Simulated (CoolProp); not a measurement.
Values from CoolProp's reference Helmholtz-energy equation of state, Thol 2019.

Q: Give the vapour pressure (kPa), liquid density (kg/m³), liquid cp (kJ/(kg K)), vapour Z of saturated decamethylcyclopentasiloxane (D5) at 455.9 K.

A: 
```csv
T (K),p (kPa),liquid density (kg/m³),liquid cp (kJ/(kg K)),vapour Z
455.9,49.7,779,1.95,0.945
```
